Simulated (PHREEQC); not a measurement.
A PHREEQC input (ion-association model, phreeqc.dat):

```
SOLUTION 1
  temp 14
  units mg/L
  pH 6.31
  pe 1.8
  Na 4690
  K 603
  Ca 125
  Mg 1110
  Cl 10500
  S(6) 687 as SO4
  Alkalinity 152 as HCO3 charge
  B 0.896
END
USE solution 1
EQUILIBRIUM_PHASES 1
  Gypsum 0 0
  CO2(g) -2.5 10
END
```

It stops with these messages:

```
ERROR: Alkalinity cannot be used with charge balance or solution phase boundary constraints.
ERROR: Program terminating due to input errors.
```

The fault: charge balance asked on alkalinity. The line should read `as HCO3` where the input has `as HCO3 charge`. With the mend the run ends at pH 7.42 and ionic strength 0.366 mol/kgw.
